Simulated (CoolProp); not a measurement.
Model: reference Helmholtz-energy equation of state, de Reuck 1990, in CoolProp.

Task: Give the vapour pressure (MPa), vapour density (kg/m³), liquid cp (kJ/(kg K)) of saturated fluorine at 86.7, 95.4, 112.8 K.

Result: 
| T (K) | p (MPa) | vapour density (kg/m³) | liquid cp (kJ/(kg K)) |
|---|---|---|---|
| 86.7 | 0.122 | 6.70 | 1.52 |
| 95.4 | 0.289 | 14.9 | 1.56 |
| 112.8 | 1.07 | 51.8 | 1.72 |
